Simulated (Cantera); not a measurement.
# Thermodynamics of silicon nitride deposition, feed SiHCl₃ + NH₃

Charge: 1 mol SiHCl₃, 0.91 mol NH₃, at 0.0495 Torr.

Equilibrium computed with Cantera from the NASA thermochemical tables; the gas is ideal and each condensed phase is pure. Candidate condensed phases: NH₄Cl, Si, Si₃N₄; 28 gas species. The tables' values for SiCl₃, SiCl are old estimates; treat these amounts as uncertain. Equilibrium is a limit: real reactors are often held back by kinetics, nucleation or transport.

| T (°C) | x HCl | x H₂ | x SiCl₂ | x SiCl₄ | x N₂ | x SiCl₃ | n Si₃N₄(s) |
|---|---|---|---|---|---|---|---|
| 677 | 0.496 | 0.368 | 0.000152 | 0.123 | 0.0128 | 0.000748 | 0.208 |
| 777 | 0.514 | 0.354 | 0.00451 | 0.111 | 0.0114 | 0.00525 | 0.210 |
| 877 | 0.524 | 0.323 | 0.0467 | 0.0676 | 0.0217 | 0.0170 | 0.193 |
| 977 | 0.441 | 0.311 | 0.153 | 0.0138 | 0.0628 | 0.0172 | 0.117 |
| 1077 | 0.282 | 0.353 | 0.244 | 0.000969 | 0.112 | 0.00689 | 0.0163 |
| 1177 | 0.258 | 0.359 | 0.259 | 0.000140 | 0.119 | 0.00315 | 0 |
| 1277 | 0.259 | 0.357 | 0.259 | 2.99e-5 | 0.119 | 0.00167 | 0 |
| 1377 | 0.260 | 0.352 | 0.256 | 7.68e-6 | 0.118 | 0.000947 | 0 |
x: gas mole fraction; n: condensed amount in mol.

From 677 °C to 1077 °C the condensed part is Si₃N₄(s). From 1177 °C to 1377 °C nothing is condensed. The main Si-bearing gas is SiCl₄ at 677 °C and SiCl₂ at 1377 °C.
